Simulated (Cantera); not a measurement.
Standard-state values (1 bar) from the NASA 1993 polynomials, evaluated with Cantera. Values are per mole of reaction as written; species without (g) are pure solids or liquids, kept so even where they would boil at 1 bar.

2 CrO3(g) + NO(g) = 7 O(g) + Cr2N, with ΔH° = 2113.3 kJ and ΔS° = 449.7 J/K at 300 K.

Q: How far is the shortcut ΔG° ≈ ΔH°(300 K) − T·ΔS°(300 K) from the full temperature-dependent value at 498, 648, 798, 948, 1098, 1248, 1398, 1548, 1698 K?

A: 
```
T (K)  shortcut (kJ)  full (kJ)  difference (kJ)  difference in log10 K
-----  -------------  ---------  ---------------  ---------------------
498           1889.4     1885.6              3.8                  -0.40
648           1821.9     1811.9             10.0                  -0.81
798           1754.5     1736.5             18.0                  -1.18
948           1687.0     1659.8             27.3                  -1.50
1098          1619.6     1582.0             37.6                  -1.79
1248          1552.1     1503.2             48.9                  -2.05
1398          1484.7     1423.6             61.1                  -2.28
1548          1417.2     1343.1             74.1                  -2.50
1698          1349.8     1261.9             87.9                  -2.70
```
The shortcut ignores the heat-capacity change of the reaction.
